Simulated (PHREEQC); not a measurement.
0.063 g of hydrous ferric oxide (600 m²/g; 0.2 weak and 0.005 strong sites per Fe, Dzombak-Morel constants, diffuse double layer) in 1 kg of water with 0.1 mol/kgw of an inert sodium salt, at 25 °C; the pH is set by adding NaOH or the inert anion's acid. Oxygen alone is held at its pressure in air (log pO2 = -0.68). The system is closed to CO2. Precipitation was switched off in this run.

Equilibrium calculation in PHREEQC: ion-association model, wateq4f.dat.

Predict surface charge σ (C/m²), surface potential ψ (mV) at pH = 6.5, 8, 11.5.


```json
[
 {"pH": "6.5", "surface charge σ (C/m²)": "0.074", "surface potential ψ (mV)": "74"},
 {"pH": "8", "surface charge σ (C/m²)": "0.004", "surface potential ψ (mV)": "5"},
 {"pH": "11.5", "surface charge σ (C/m²)": "-0.249", "surface potential ψ (mV)": "-133"}
]
```
